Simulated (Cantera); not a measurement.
An isothermal, constant-pressure homogeneous reactor starts with 5.77 % CH4, 94.2 % H2O, at 1975 K and 0.240 bar.

Computed with Cantera and GRI-Mech 3.0 (53 species, 325 reactions).

One state of this run: x CH4 = 7.31e-8; x H2O = 0.767; x CO2 = 0.0252; x CH2O = 8.13e-10; x O2 = 4.07e-6. x: mole fraction; the columns are a selection and need not sum to one.

### Question
Which value of t (s) does it belong to?
A. 0.00650
B. 0.000946
C. 0.0447
D. 0.000138

### Answer
C, 0.0447
